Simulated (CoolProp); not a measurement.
A single-stage vapour-compression cycle with the fluid: evaporating at 219.15 K (dew point), condensing at 288.15 K (bubble point), superheat 2 K, subcooling 5 K, compressor efficiency 0.8, no pressure losses. The same conditions are run with several fluids, on thermodynamics alone (safety and materials aside).

The numbers come from the reference Helmholtz-energy equation of state of each fluid (ethane: Bücker 2006; R227EA: Lemmon 2016; propylene: Lemmon 2013; R407C: Lemmon 2003; R13: Platzer 1990; hydrogen chloride: Thol 2018) in CoolProp. The equations of Platzer and Polt are older, rougher fits. Blends and air are pseudo-pure fits.

```
fluid              cooling COP  pressure ratio  discharge temperature (K)  refrigerating effect (kJ/kg)  volumetric capacity (kJ/m³)
-----------------  -----------  --------------  -------------------------  ----------------------------  ---------------------------
ethane                    1.59            7.08                        [?]                           [?]                          [?]
R227EA                    1.74             [?]                      291.0                          79.6                          105
propylene                 1.94            11.9                      336.9                           300                          530
R407C                     1.70            22.6                      353.5                           166                          [?]
R13                       1.48            7.92                        [?]                          66.0                          [?]
hydrogen chloride          [?]            8.38                      441.9                           290                         2800
```

Task: Fill in the missing entries.

Result: 
- ethane, discharge temperature (K): 337.7
- ethane, refrigerating effect (kJ/kg): 245
- ethane, volumetric capacity (kJ/m³): 2110
- R227EA, pressure ratio: 23.4
- R407C, volumetric capacity (kJ/m³): 318
- R13, discharge temperature (K): 321.1
- R13, volumetric capacity (kJ/m³): 1490
- hydrogen chloride, cooling COP: 1.72
